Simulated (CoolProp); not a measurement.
Oxygen at 293.15 K and 17.3 MPa flows at 0.11 m/s in a round tube of 20 mm bore and 45 µm roughness, fully developed (64/Re and Nu = 3.66 if laminar; Colebrook and Gnielinski if turbulent). Each further row changes one setting.

The numbers come from the reference Helmholtz-energy equation of state, Schmidt 1985 in CoolProp.

```csv
case,Reynolds number,Darcy friction factor,pressure drop (Pa/m),heat-transfer coefficient (W/(m² K)),mass flow (kg/h)
as stated,20700,0.0301,2.21,125,30.2
velocity 0.22 m/s,41500,0.0276,8.09,234,(withheld)
diameter 40 mm,41500,0.0250,(withheld),(withheld),121
```

**Question.** Fill in the missing entries.

**Answer.** 
- velocity 0.22 m/s, mass flow (kg/h): 60.4
- diameter 40 mm, pressure drop (Pa/m): 0.917
- diameter 40 mm, heat-transfer coefficient (W/(m² K)): 106

Viscosity comes from a separate model (Lemmon 2004). Thermal conductivity comes from a separate model (Lemmon 2004).
